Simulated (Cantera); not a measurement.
Input (Python, Cantera):

```python
import numpy as np
import cantera as ct

gas = ct.Solution("gri30.yaml")
gas.TPX = 1048, 1300, {'N2O': 1, 'H2': 0.029, 'N2': 3.2}
reactor = ct.IdealGasConstPressureReactor(gas, energy="off", clone=False)
net = ct.ReactorNet([reactor])
net.rtol, net.atol = 1e-08, 1e-18
show = ['N2O', 'H2', 'O', 'OH', 'HO2', 'NO']
times = np.geomspace(0.0003, 200, 10)

steps = ct.SolutionArray(gas, extra=["t"])
rows = []
print(f"{'t/s':>10s}{'T/K':>9s}{'P/Pa':>11s}" + "".join(f"{s:>11s}" for s in show))
for t in times:
    while net.time < t:
        t_next = net.step()
        steps.append(gas.state, t=t_next)
    rows.append([np.interp(t, steps.t, y) for y in (steps.T, steps.P, *steps(*show).X.T)])
    print(f"{t:10.3e}{rows[-1][0]:9.1f}{rows[-1][1]:11.4g}" + "".join(f"{x:11.3e}" for x in rows[-1][2:]))
rate = np.gradient(steps.T, steps.t)
print("integrator steps:", len(steps.t))
if steps.T.max() > steps.T[0] + 200:
    print(f"time of steepest temperature rise: {steps.t[rate.argmax()]:.4e} s")
gas.TPX = 1048, 1300, {'N2O': 1, 'H2': 0.029, 'N2': 3.2}
gas.equilibrate("TP")
print(f"equilibrium (TP): T = {gas.T:.1f} K  " + "  ".join(f"{s} {gas[s].X[0]:.3e}" for s in show))
```

Result:

```
       t/s      T/K       P/Pa        N2O         H2          O         OH        HO2         NO
 3.000e-04   1048.0       1300  2.365e-01  6.857e-03  9.620e-09  4.172e-10  1.215e-13  4.589e-11
 1.331e-03   1048.0       1300  2.365e-01  6.857e-03  3.255e-08  6.849e-09  9.223e-12  7.893e-10
 5.906e-03   1048.0       1300  2.365e-01  6.857e-03  5.908e-08  7.145e-08  4.901e-10  1.035e-08
 2.621e-02   1048.0       1300  2.365e-01  6.849e-03  6.119e-08  3.841e-07  1.335e-08  1.164e-07
 1.163e-01   1048.0       1300  2.363e-01  6.717e-03  6.349e-08  1.451e-06  1.327e-07  1.466e-06
 5.160e-01   1048.0       1300  2.348e-01  5.216e-03  8.961e-08  3.507e-06  1.933e-07  1.119e-05
 2.289e+00   1048.0       1300  2.308e-01  1.325e-03  1.086e-07  2.867e-06  2.864e-07  2.950e-05
 1.016e+01   1048.0       1300  2.289e-01  6.557e-05  1.186e-07  1.169e-06  1.504e-07  5.327e-05
 4.507e+01   1048.0       1300  2.261e-01  2.321e-08  1.136e-07  1.060e-06  8.260e-08  1.480e-04
 2.000e+02   1048.0       1300  2.146e-01  2.040e-09  1.103e-07  1.279e-06  2.861e-08  6.219e-04
integrator steps: 1619
equilibrium (TP): T = 1048.0 K  N2O 3.688e-10  H2 5.798e-11  O 1.792e-09  OH 1.735e-07  HO2 9.506e-11  NO 3.876e-05
```

Computed with Cantera and GRI-Mech 3.0 (53 species, 325 reactions). GRI-Mech 3.0 was tuned for natural gas; its chemistry of N2O as a main component is partial and can be far from experiment. Radical loss at walls, strong at low pressure, is not modelled. The mechanism lacks the step 2 NO + O2 → 2 NO2, which can matter for NO2 below about 1400 K. The temperature is held fixed by assumption; the heat of reaction is taken as removed at once.
